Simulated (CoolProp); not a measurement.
Saturation properties of sulfur dioxide (Tc = 430.6 K, pc = 7887 kPa, ω = 0.256).

Computed with CoolProp (reference Helmholtz-energy equation of state, Gao 2016).

```csv
T (K),p (kPa),liquid density (kg/m³),enthalpy of vaporisation (kJ/kg),vapour Z
237.4,27.66,1528,411.6,0.9888
241.6,34.96,1517,408.1,0.9868
245.7,43.54,1507,404.6,0.9846
249.9,54.05,1496,401.0,0.9821
254.1,66.53,1485,397.4,0.9793
258.3,81.24,1474,393.8,0.9762
262.5,98.47,1463,390.1,0.9728
266.7,118.5,1452,386.4,0.9691
```

It boils at 263.1 K under 1 atm.
